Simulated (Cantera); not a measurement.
Mixture: CH₄ : O₂ : N₂ : H₂O = 1 : 4.26 : 16 : 1.7 (molar parts), equivalence ratio 0.47, at 19.0 bar, adiabatic and at constant volume. Ignition delay is the time to a rise of 400 K.

Cantera simulation using GRI-Mech 3.0 (53 species, 325 reactions); the numbers are that mechanism's predictions, not measurements. The pressure lies above the range GRI-Mech 3.0 was tuned for (to about 10 atm).

### Question
Predict: delay at 1023 K; delay at 1123 K; delay at 1223 K; delay at 1323 K; delay at 1423 K; apparent activation energy between 1373 and 1473 K.

### Answer
```
Quantity                                                 Value
--------------------------------------------------  ----------
delay at 1023 K                                        25.9 ms
delay at 1123 K                                        5.27 ms
delay at 1223 K                                        1.42 ms
delay at 1323 K                                       0.462 ms
delay at 1423 K                                       0.172 ms
apparent activation energy between 1373 and 1473 K  160 kJ/mol
```
